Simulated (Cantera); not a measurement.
Input (Python, Cantera) and output of one run.

```python
import numpy as np
import cantera as ct

gas_names = """
    CL CL2 H HCL H2 Si SiCL SiCL2 SiCL3 SiCL4 SiH SiHCL3 SiH2 SiH2CL2 SiH3 SiH3CL SiH4 Si2 Si3
""".split()
cond_names = """
    Si(cr) Si(L)
""".split()


# ... load() reads the species with a 1 bar reference pressure and builds the phases ...
atoms = {
    'SiCl4': {'Si': 1, 'CL': 4},
    'Cl2': {'CL': 2},
    'H2': {'H': 2},
}
top_T = {}  # K; cautious upper limits of use, not melting points


# ... equilibrate(T, P, feed) seeds the gas with the atoms and calls Mixture.equilibrate('TP', solver="vcs", rtol=1e-11, max_steps=5000) ...
results = []
feed = {'SiCl4': 1, 'Cl2': 0.13, 'H2': 6.9}  # mol
P = 100000  # Pa
for T in [800, 850, 900, 950, 1000, 1050, 1100, 1150, 1200, 1250, 1300]:
    mix = equilibrate(T, P, feed)
    results.append((T, P, feed, dict(zip(mix.species_names, mix.species_moles))))

top = {s: max(r[3][s] / sum(r[3][g] for g in gas_names) for r in results) for s in gas_names}
cols = sorted((s for s in top if top[s] > 0.0001), key=lambda s: -top[s])[:7]
seen = [c for c in cond_names if any(r[3].get(c, 0) > 1e-12 for r in results)]
print("log10 of partial pressures in bar; condensed amounts in mol")
print(f"{'T/K':>10s}" + "".join(f"{s[:9]:>10s}" for s in cols + seen))
for T, P, feed, n in results:
    ng = sum(n[g] for g in gas_names)
    print(f"{T:10.4g}" + "".join(f"{np.log10(max(n[s] / ng * P / 1e5, 1e-99)):10.3f}" for s in cols)
          + "".join(f"{n.get(c, 0):10.4g}" for c in seen))
```

It prints:

```
log10 of partial pressures in bar; condensed amounts in mol
       T/K        H2     SiCL4       HCL    SiHCL3     SiCL3     SiCL2   SiH2CL2
       800    -0.075    -0.914    -1.456    -2.578    -5.700    -8.440    -5.334
       850    -0.076    -0.921    -1.433    -2.345    -5.054    -7.336    -4.825
       900    -0.078    -0.930    -1.403    -2.152    -4.494    -6.379    -4.396
       950    -0.080    -0.942    -1.368    -1.992    -4.006    -5.547    -4.036
      1000    -0.082    -0.957    -1.330    -1.861    -3.580    -4.818    -3.732
      1050    -0.084    -0.975    -1.289    -1.754    -3.206    -4.178    -3.476
      1100    -0.087    -0.996    -1.246    -1.668    -2.878    -3.615    -3.261
      1150    -0.090    -1.021    -1.201    -1.603    -2.591    -3.122    -3.086
      1200    -0.094    -1.052    -1.151    -1.560    -2.345    -2.695    -2.951
      1250    -0.099    -1.089    -1.096    -1.541    -2.139    -2.334    -2.859
      1300    -0.105    -1.136    -1.034    -1.549    -1.973    -2.036    -2.811
```

Method: chemical equilibrium by Gibbs-energy minimisation in Cantera with the NASA 1993 tables (ideal gas, pure condensed phases). The tables' values for SiCl3 are old estimates; treat these amounts as uncertain.
